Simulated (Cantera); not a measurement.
An isothermal, constant-pressure homogeneous reactor starts with NH3 : N2 = 1 : 0.47 (molar parts), at 2050 K and 0.0510 bar. Integrator tolerance rtol = 1e-08.

Cantera simulation using the gas-phase N/H chemistry of the illustrative SiF4/NH3 mechanism in the Surface Chemkin manual (1991); the numbers are that mechanism's predictions, not measurements. Walls and surfaces, which speed up NH3 decomposition in real reactors, are not modelled.

What does this change do: temperature 2050 to 1525 K?


```json
[
 {"quantity": "x(NH3) at 20.0 s", "before": "1.14e-6 (gas-phase equilibrium 2.75e-7)", "after": "0.576 (gas-phase equilibrium 8.58e-7)"},
 {"quantity": "x(N2H2) at 20.0 s", "before": "<1e-12 (gas-phase equilibrium <1e-12)", "after": "6.31e-7 (gas-phase equilibrium <1e-12)"},
 {"quantity": "x(N2) at 20.0 s", "before": "0.391 (gas-phase equilibrium 0.391)", "after": "0.331 (gas-phase equilibrium 0.393)"},
 {"quantity": "x(H) at 20.0 s", "before": "0.00784 (gas-phase equilibrium 0.00784)", "after": "4.95e-6 (gas-phase equilibrium 8.22e-5)"},
 {"quantity": "x(N) at 20.0 s", "before": "2.10e-8 (gas-phase equilibrium 5.03e-9)", "after": "8.06e-9 (gas-phase equilibrium <1e-12)"},
 {"quantity": "x(N2H4) at 20.0 s", "before": "<1e-12 (gas-phase equilibrium <1e-12)", "after": "1.88e-8 (gas-phase equilibrium <1e-12)"}
]
```
